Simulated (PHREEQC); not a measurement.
Solution (15 °C): 0.0039 mol HF, 0.076 mol (NH4)2SiF6, 0.015 mol HBF4 and 0.037 mol HCl per kg of water. It is in equilibrium with CO2 at log p = -3.4 (atm). Otherwise closed; pH follows from the charge balance.

All values are PHREEQC results (ion-association model, phreeqc.dat), not measurements.

| quantity | before | after |
|---|---|---|
| pH | 1.39 | 1.28 |
| ionic strength (mol/kgw) | 0.279 | 0.309 |
| HF (mol/kgw) | 0.00801 | 0.00657 |
| F- (mol/kgw) | 0.000246 | 0.000160 |
| H4SiO4 (mol/kgw) | 7.91e-5 | 0.000473 |
| HF2- (mol/kgw) | 6.83e-6 | 3.63e-6 |
| SI of Quartz (SiO2) | +0.06 | +0.84 |

**Question.** Which change was made?
A. temperature from 15 to 25 °C
B. temperature from 15 to 45 °C
C. HBF4 replaced by H2SiF6 at the same molality
D. diluted 2-fold with water
E. diluted 10-fold with water

**Answer.** C, HBF4 replaced by H2SiF6 at the same molality

This is a speciation only: nothing precipitates in the calculation. Some of these states are supersaturated (in Quartz (slow to form), Chalcedony (slow to form), for instance). SiF6-2 is the database's only silicon fluoride. Real BF4- forms and hydrolyses slowly; the run takes it at equilibrium.
